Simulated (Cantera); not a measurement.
# Thermodynamics of iron carbonyl, mercury and lead vapours, feed Pb + N₂ + H₂

A closed system holds: 1 mol Pb, 8.2 mol N₂, a varied amount of H₂, at 925 K and 5.60 bar.

Cantera equilibrium calculation (NASA polynomials, part measured and part estimated; ideal gas, pure solids and liquids). Candidate condensed phases: Pb; 11 gas species. The numbers say what is thermodynamically allowed, not how fast it happens.

From 0.31 mol H₂ to 8 mol H₂ the condensed part is Pb(l). The main Pb-bearing gas is Pb throughout.

```
n(H₂) (mol)   x N₂    x H₂     x NH₃     x Pb  n Pb(l)
-----------  -----  ------  --------  -------  -------
0.31         0.964  0.0364   3.79e-5  4.77e-7    1.000
0.45         0.948  0.0519   6.42e-5  4.77e-7    1.000
0.64         0.928  0.0722  0.000104  4.77e-7    1.000
0.92         0.899   0.101  0.000169  4.77e-7    1.000
1.3          0.863   0.136  0.000261  4.77e-7    1.000
1.9          0.812   0.188  0.000408  4.77e-7    1.000
2.7          0.752   0.247  0.000593  4.77e-7    1.000
3.9          0.678   0.321  0.000835  4.77e-7    1.000
5.6          0.594   0.405   0.00110  4.77e-7    1.000
8            0.506   0.492   0.00137  4.77e-7    1.000
```
x: gas mole fraction; n: condensed amount in mol.
